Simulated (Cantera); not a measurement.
An isothermal, constant-pressure homogeneous reactor starts with 1.67 % C₂H₆, 0.557 % O₂, 92.8 % N₂, 5.01 % CH₄, at 1575 K and 750 Torr.

Cantera simulation using GRI-Mech 3.0 (53 species, 325 reactions); the numbers are that mechanism's predictions, not measurements. GRI-Mech 3.0 stops at C3 and has no aromatics, soot or wall deposition, so with more carbon than oxygen in the feed, carbon stays in small species such as C2H2 where larger ones or solid carbon would form.

**Question.** Predict: x(C₂H₆) at 1.00 s; x(C₂H₄) at 1.00 s; x(CO₂) at 1.00 s.

**Answer.** 
| Item | Value |
|---|---|
| x(C₂H₆) at 1.00 s | 2.00e-6 (gas-phase equilibrium 6.83e-8) |
| x(C₂H₄) at 1.00 s | 0.000392 (gas-phase equilibrium 0.000133) |
| x(CO₂) at 1.00 s | 0.000106 (gas-phase equilibrium 5.58e-10) |
